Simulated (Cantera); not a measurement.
Mixture: 23.7 % H₂, 20.1 % O₂, 56.2 % N₂, at 5.00 bar, adiabatic and at constant volume. Ignition delay is the time to a rise of 400 K.

Detailed kinetics in Cantera: the H2/O2 subset of GRI-Mech 3.0, which has no nitrogen chemistry. The hydrogen kinetics of GRI-Mech 3.0 are dated; newer H2 mechanisms differ, most at raised pressure. Where the delays flatten at high temperature, the 400 K rule measures the pace of heat release, not the induction time.

Task: Predict: delay at 1225 K; delay at 1300 K; delay at 1375 K; delay at 1450 K; delay at 1525 K; delay at 1600 K; delay at 1675 K.

Result: 
```json
{
  "delay at 1225 K": "9.84 µs",
  "delay at 1300 K": "5.54 µs",
  "delay at 1375 K": "3.74 µs",
  "delay at 1450 K": "2.76 µs",
  "delay at 1525 K": "2.16 µs",
  "delay at 1600 K": "1.76 µs",
  "delay at 1675 K": "1.49 µs"
}
```
